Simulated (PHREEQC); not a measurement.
**Copper plating or etch bath: speciation**

A solution holds 0.093 mol Cu(NO3)2, 4.1e-05 mol H2SO4 and 0.14 mol Na2SO4 per kg of water, at 20 °C. Closed to the air; pH follows from the charge balance.

The numbers come from PHREEQC with the ion-association model, phreeqc.dat.

Each row changes one thing in this solution. This is a speciation only: nothing precipitates in the calculation.

| case | pH | ionic strength (mol/kgw) | SO4-2 (mol/kgw) | NaSO4- (mol/kgw) | HSO4- (mol/kgw) |
|---|---|---|---|---|---|
| as made | 4.46 | 0.499 | 0.0793 | 0.0215 | 6.88e-5 |
| temperature from 20 to 80 °C | 4.08 | 0.493 | 0.0763 | 0.0239 | 0.000636 |
| temperature from 20 to 30 °C | ___ | 0.496 | 0.0783 | 0.0220 | ___ |
| Cu(NO3)2 left out | 4.72 | 0.357 | 0.108 | 0.0316 | ___ |

Task: Fill in the missing entries.

Result: 
- temperature from 20 to 30 °C, pH: 4.41
- temperature from 20 to 30 °C, HSO4- (mol/kgw): 9.24e-5
- Cu(NO3)2 left out, HSO4- (mol/kgw): 5.78e-5

Species that the database lacks are ignored. Constants without temperature data keep their 25 °C values here.
